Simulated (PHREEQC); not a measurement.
2.4 g of hydrous ferric oxide (600 m²/g; 0.2 weak and 0.005 strong sites per Fe, Dzombak-Morel constants, diffuse double layer) in 1 kg of water with 0.005 mol/kgw of an inert sodium salt and 4.7e-05 mol NiCl2, at 25 °C; the pH is set by adding NaOH or the inert anion's acid. Oxygen is held at 0.21 atm. The system is closed to CO2. No solid was allowed to form.

Equilibrium calculation in PHREEQC: ion-association model, wateq4f.dat.

Task: Predict surface charge σ (C/m²), surface potential ψ (mV) at pH = 6.5, 8.

Result: 
| pH | surface charge σ (C/m²) | surface potential ψ (mV) |
|---|---|---|
| 6.5 | 0.023 | 89 |
| 8 | 0.001 | 7 |

The oxide is taken as insoluble; below pH 4 it would dissolve.
